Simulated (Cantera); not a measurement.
What does this Cantera script print?

```python
import numpy as np
import cantera as ct

gas = ct.Solution("gri30.yaml")
gas.TPX = 625, 500000, {'CO': 1, 'H2': 0.56, 'O2': 1.04, 'N2': 3.91}
flame = ct.FreeFlame(gas, width=0.013)
flame.set_refine_criteria(ratio=3, slope=0.08, curve=0.16)
flame.transport_model = "mixture-averaged"
flame.solve(loglevel=0, auto=True)
z, T = flame.grid, flame.T
thick = (T[-1] - T[0]) / np.gradient(T, z).max()
show = ['CO', 'H2', 'O2', 'HO2', 'H2O2', 'NO']
print(f"laminar burning velocity  {flame.velocity[0] * 100:.3f} cm/s")
print(f"burnt temperature         {T[-1]:.1f} K")
print(f"thermal thickness         {thick * 1e3:.4f} mm")
print(f"grid points               {len(z)}")
z0 = z[flame.heat_release_rate.argmax()]
print(f"{'z/mm':>9s}{'T/K':>9s}{'u/(m/s)':>9s}" + "".join(f"{s:>11s}" for s in show))
rows = []
for k in (-3, -2, -1.5, -1, -0.5, -0.25, 0, 0.25, 0.5, 1, 2, 4, 8):
    zz = z0 + k * thick
    rows.append([k * thick, np.interp(zz, z, T), np.interp(zz, z, flame.velocity),
                 *(np.interp(zz, z, flame.X[gas.species_index(s)]) for s in show)])
    print(f"{rows[-1][0] * 1e3:9.3f}{rows[-1][1]:9.1f}{rows[-1][2]:9.3f}" + "".join(f"{x:11.3e}" for x in rows[-1][3:]))
```

It prints:

```
laminar burning velocity  162.420 cm/s
burnt temperature         2383.1 K
thermal thickness         0.0999 mm
grid points               119
     z/mm      T/K  u/(m/s)         CO         H2         O2        HO2       H2O2         NO
   -0.300    625.0    1.624  1.537e-01  8.573e-02  1.598e-01  5.367e-09  1.270e-09  9.239e-13
   -0.200    625.1    1.622  1.538e-01  8.466e-02  1.600e-01  1.224e-07  2.930e-08  2.159e-11
   -0.150    625.6    1.620  1.542e-01  8.268e-02  1.603e-01  7.951e-07  1.914e-07  1.423e-10
   -0.100    629.3    1.621  1.550e-01  7.713e-02  1.612e-01  8.241e-06  1.982e-06  1.530e-09
   -0.050    705.6    1.787  1.555e-01  5.782e-02  1.612e-01  2.692e-04  5.095e-05  7.214e-08
   -0.025    985.2    2.456  1.457e-01  3.721e-02  1.488e-01  4.975e-04  9.571e-05  7.688e-07
    0.000   1404.7    3.446  1.182e-01  1.566e-02  1.175e-01  2.174e-04  1.153e-05  3.576e-06
    0.025   1694.0    4.092  8.640e-02  5.816e-03  8.994e-02  1.021e-04  2.328e-06  9.103e-06
    0.050   1865.2    4.449  6.317e-02  3.913e-03  7.592e-02  5.896e-05  1.266e-06  1.528e-05
    0.100   2046.6    4.814  4.021e-02  3.325e-03  6.453e-02  2.950e-05  6.999e-07  2.610e-05
    0.200   2197.0    5.113  2.536e-02  2.342e-03  5.755e-02  1.383e-05  4.182e-07  4.316e-05
    0.400   2298.6    5.311  1.565e-02  1.399e-03  5.327e-02  7.409e-06  2.870e-07  6.970e-05
    0.799   2356.8    5.422  9.554e-03  8.517e-04  5.069e-02  5.462e-06  2.463e-07  1.096e-04
```

Model: GRI-Mech 3.0 (53 species, 325 reactions), integrated in Cantera. The hydrogen kinetics of GRI-Mech 3.0 are dated; newer H2 mechanisms differ, most at raised pressure. Burning velocities carry a grid error of a few per cent, more on coarse grids.
